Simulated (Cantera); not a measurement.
# Transport properties of process gases

Gas mixture: O₂ = 0.42 (molar parts), at 9.87 atm, frozen composition.

Cantera's kinetic-theory transport with the Lennard-Jones parameters of GRI-Mech 3.0, ideal gas; thermal conductivity in the multicomponent form.

```csv
T (K),ρ (kg/m³),cp (J/kg/K),μ (µPa s),λ (mW/m/K),Pr,D (cm²/s) O,D (cm²/s) H₂O,D (cm²/s) NH₃
400,9.62,941.4,25.6,33.9,0.712,0.0551,0.0405,0.0390
600,6.41,1003,34.1,48.1,0.710,0.110,0.0864,0.0823
800,4.81,1055,41.4,61.5,0.710,0.178,0.145,0.137
1000,3.85,1090,47.9,73.7,0.709,0.258,0.215,0.202
1200,3.21,1114,54.0,84.9,0.708,0.350,0.294,0.277
1400,2.75,1134,59.7,95.6,0.708,0.452,0.383,0.359
1600,2.41,1151,65.1,106,0.708,0.564,0.481,0.450
1800,2.14,1167,70.2,116,0.707,0.685,0.587,0.549
2000,1.92,1181,75.2,126,0.707,0.816,0.700,0.655
```
D: mixture-averaged diffusion coefficient of that species in the mixture.
